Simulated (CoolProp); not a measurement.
Values from CoolProp's reference Helmholtz-energy equation of state, de Reuck 1993.

Q: Give the vapour pressure (kPa), vapour Z, liquid conductivity (mW/(m K)) of saturated methanol at 6.25, 48.45, 122.25 °C.

A: 
```json
[
 {"T (°C)": "6.25", "p (kPa)": "5.96", "vapour Z": "0.984", "liquid conductivity (mW/(m K))": "204"},
 {"T (°C)": "48.45", "p (kPa)": "52.0", "vapour Z": "0.961", "liquid conductivity (mW/(m K))": "196"},
 {"T (°C)": "122.25", "p (kPa)": "682", "vapour Z": "0.863", "liquid conductivity (mW/(m K))": "181"}
]
```

Thermal conductivity comes from a separate model (Sykioti 2013).
